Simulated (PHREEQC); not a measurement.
Solution (20 °C): 0.0061 mol/kgw Na2S, 0.053 mol/kgw NaHCO3 and 0.00087 mol/kgw ZnCl2. Closed to the air; pH follows from the charge balance.

Computed with PHREEQC (ion-association model, phreeqc.dat).

Each row changes one thing in this solution. Precipitation was switched off in this run.

```json
[
 {"case": "as made", "pH": "9.09", "ionic strength (mol/kgw)": "0.0668", "Na+ (mol/kgw)": "0.0624", "HCO3- (mol/kgw)": "0.0457", "CO3-2 (mol/kgw)": "0.00443", "HS- (mol/kgw)": "0.00428"},
 {"case": "diluted 10-fold with water", "pH": "9.35", "ionic strength (mol/kgw)": "0.00703", "Na+ (mol/kgw)": "0.00647", "HCO3- (mol/kgw)": "0.00468", "CO3-2 (mol/kgw)": "0.000562", "HS- (mol/kgw)": "0.000434"},
 {"case": "ZnCl2 left out", "pH": "9.10", "ionic strength (mol/kgw)": "0.0668", "Na+ (mol/kgw)": "0.0624", "HCO3- (mol/kgw)": "0.0457", "CO3-2 (mol/kgw)": "0.00444", "HS- (mol/kgw)": "0.00606"},
 {"case": "Na2S from 0.0061 to 0.00305 mol/kgw", "pH": "8.80", "ionic strength (mol/kgw)": "0.0595", "Na+ (mol/kgw)": "0.0572", "HCO3- (mol/kgw)": "0.0486", "CO3-2 (mol/kgw)": "0.00234", "HS- (mol/kgw)": "0.00128"},
 {"case": "NaHCO3 from 0.053 to 0.53 mol/kgw", "pH": "7.97", "ionic strength (mol/kgw)": "0.483", "Na+ (mol/kgw)": "0.478", "HCO3- (mol/kgw)": "0.453", "CO3-2 (mol/kgw)": "0.00532", "HS- (mol/kgw)": "0.00406"},
 {"case": "ZnCl2 from 0.00087 to 0.000957 mol/kgw", "pH": "9.09", "ionic strength (mol/kgw)": "0.0668", "Na+ (mol/kgw)": "0.0624", "HCO3- (mol/kgw)": "0.0457", "CO3-2 (mol/kgw)": "0.00443", "HS- (mol/kgw)": "0.00411"},
 {"case": "NaHCO3 from 0.053 to 0.0106 mol/kgw", "pH": "10.22", "ionic strength (mol/kgw)": "0.0270", "Na+ (mol/kgw)": "0.0219", "HCO3- (mol/kgw)": "0.00460", "CO3-2 (mol/kgw)": "0.00507", "HS- (mol/kgw)": "0.00430"},
 {"case": "ZnCl2 from 0.00087 to 0.000783 mol/kgw", "pH": "9.09", "ionic strength (mol/kgw)": "0.0668", "Na+ (mol/kgw)": "0.0624", "HCO3- (mol/kgw)": "0.0457", "CO3-2 (mol/kgw)": "0.00443", "HS- (mol/kgw)": "0.00446"},
 {"case": "temperature from 20 to 15 °C", "pH": "9.18", "ionic strength (mol/kgw)": "0.0674", "Na+ (mol/kgw)": "0.0626", "HCO3- (mol/kgw)": "0.0457", "CO3-2 (mol/kgw)": "0.00473", "HS- (mol/kgw)": "0.00428"}
]
```

Species that the database lacks are ignored. Some of these states are supersaturated (in Sphalerite (slow to form), for instance).
